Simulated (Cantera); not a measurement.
Input: 1 mol Al(CH3)3, 310 mol NH3, 68 mol N2, 15 mol O2, held at 1825 °C and 1.65 Torr.

These are equilibrium values from Cantera (NASA tables, ideal gas, pure condensed phases), not measurements of a reactor. Candidate condensed phases: Al, AlN, Al2O3, C, C6H6, C7H8, C8H18, H2O; 148 gas species. The feed counts by its element totals alone. The tables' values for AlOH are old estimates; treat these amounts as uncertain. Equilibrium is a limit: real reactors are often held back by kinetics, nucleation or transport.

Base state: H2 0.597, N2 0.312, H 0.0507, H2O 0.0353, CO 0.00415, OH 0.000356, CO2 4.98e-5, O 2.16e-5 (mole fractions); condensed: Al2O3(s).

Task: What changes in the equilibrium state with this change: pressure from 1.65 Torr to 0.345 Torr?

Result: 
| species | before | after |
|---|---|---|
| H2 | 0.597 | 0.551 |
| N2 | 0.312 | 0.303 |
| H | 0.0507 | 0.107 |
| H2O | 0.0353 | 0.0338 |
| Al | 1.07e-5 | 4.83e-5 |
| O | 2.16e-5 | 0.000107 |
| AlO | 2.77e-6 | 1.30e-5 |
| NO | 1.00e-5 | 2.25e-5 |
| OH | 0.000356 | 0.000777 |
| AlOH | 1.63e-5 | 3.36e-5 |
| Al2O3(s), mol | 0.488 | 0.460 |

Task: What changes in the equilibrium state with this change: temperature from 1825 °C to 500 °C?

Result: 
```json
[
 {"species": "H2", "before": "0.597", "after": "0.639"},
 {"species": "N2", "before": "0.312", "after": "0.321"},
 {"species": "H2O", "before": "0.0353", "after": "0.0357"},
 {"species": "H", "before": "0.0507", "after": "<1e-9"},
 {"species": "AlOH", "before": "1.63e-5", "after": "<1e-9"},
 {"species": "OH", "before": "0.000356", "after": "<1e-9"},
 {"species": "O", "before": "2.16e-5", "after": "<1e-9"},
 {"species": "Al2O3(s), mol", "before": "0.488", "after": "0.500"}
]
```
